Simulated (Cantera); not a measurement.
Feed: 1 mol SiC, 3.4 mol N2O, 550 mol N2, 0.0011 mol H2O, at 1473.15 K and 600 Pa.

Method: chemical equilibrium by Gibbs-energy minimisation in Cantera with the NASA 1993 tables (ideal gas, pure condensed phases). Candidate condensed phases: C, C6H6, C7H8, C8H18, H2O, Si, SiC, SiO2, Si2N2O, Si3N4; 151 gas species. The tables hold silica as quartz up to 1696 K and as liquid above; real silica turns to tridymite and cristobalite and melts near 1996 K. The numbers say what is thermodynamically allowed, not how fast it happens.

Base state: N2 0.998, CO 0.00108, CO2 0.000722 (mole fractions); condensed: SiO2(β-quartz).

Q: What changes in the equilibrium state with this change: N2O from 3.4 to 1.6 mol?

A: 
```
species                before     after
-------------------  --------  --------
N2                      0.998     0.998
CO                    0.00108   0.00181
SiO                   7.83e-8  0.000366
CO2                  0.000722   1.34e-8
SiO2(β-quartz), mol     1.000         0
Si2N2O(s), mol              0     0.399
```
